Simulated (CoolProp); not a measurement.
R1234ze(E) along the isotherm 146.85 °C: density (kg/m³) from the reference equation and from simpler models built on Tc = 109.4 °C, pc = 36.35 bar, ω = 0.313; each cubic takes its own stable root.

Computed with CoolProp (reference Helmholtz-energy equation of state, Thol 2016).

```json
[
 {"p (bar)": "3.63", "phase": "gas", "reference": "12.17", "ideal gas": "11.85", "Redlich-Kwong": "12.17", "Soave-Redlich-Kwong": "12.15"},
 {"p (bar)": "7.27", "phase": "gas", "reference": "25.05", "ideal gas": "23.74", "Redlich-Kwong": "25.08", "Soave-Redlich-Kwong": "24.99"},
 {"p (bar)": "10.9", "phase": "gas", "reference": "38.65", "ideal gas": "35.60", "Redlich-Kwong": "38.74", "Soave-Redlich-Kwong": "38.52"},
 {"p (bar)": "14.5", "phase": "gas", "reference": "52.99", "ideal gas": "47.35", "Redlich-Kwong": "[?]", "Soave-Redlich-Kwong": "[?]"},
 {"p (bar)": "18.2", "phase": "gas", "reference": "68.74", "ideal gas": "59.44", "Redlich-Kwong": "69.13", "Soave-Redlich-Kwong": "68.33"},
 {"p (bar)": "21.8", "phase": "gas", "reference": "85.20", "ideal gas": "71.19", "Redlich-Kwong": "85.88", "Soave-Redlich-Kwong": "84.58"},
 {"p (bar)": "25.4", "phase": "gas", "reference": "103.0", "ideal gas": "82.95", "Redlich-Kwong": "104.1", "Soave-Redlich-Kwong": "102.1"},
 {"p (bar)": "29.1", "phase": "gas", "reference": "122.9", "ideal gas": "95.03", "Redlich-Kwong": "124.7", "Soave-Redlich-Kwong": "121.5"},
 {"p (bar)": "32.7", "phase": "gas", "reference": "144.2", "ideal gas": "106.8", "Redlich-Kwong": "147.0", "Soave-Redlich-Kwong": "142.2"},
 {"p (bar)": "36.3", "phase": "gas", "reference": "167.9", "ideal gas": "118.5", "Redlich-Kwong": "172.0", "Soave-Redlich-Kwong": "164.9"},
 {"p (bar)": "40", "phase": "supercritical", "reference": "195.2", "ideal gas": "130.6", "Redlich-Kwong": "201.6", "Soave-Redlich-Kwong": "190.8"},
 {"p (bar)": "43.6", "phase": "supercritical", "reference": "225.6", "ideal gas": "[?]", "Redlich-Kwong": "235.1", "Soave-Redlich-Kwong": "218.9"},
 {"p (bar)": "47.3", "phase": "supercritical", "reference": "261.5", "ideal gas": "[?]", "Redlich-Kwong": "275.8", "Soave-Redlich-Kwong": "251.2"},
 {"p (bar)": "50.9", "phase": "supercritical", "reference": "302.0", "ideal gas": "166.2", "Redlich-Kwong": "321.9", "Soave-Redlich-Kwong": "286.1"},
 {"p (bar)": "54.5", "phase": "supercritical", "reference": "348.5", "ideal gas": "178.0", "Redlich-Kwong": "372.2", "Soave-Redlich-Kwong": "[?]"}
]
```

Task: Complete the blanks.

Result: 
- 14.5, Redlich-Kwong: 53.19
- 14.5, Soave-Redlich-Kwong: 52.75
- 43.6, ideal gas: 142.4
- 47.3, ideal gas: 154.5
- 54.5, Soave-Redlich-Kwong: 324.0
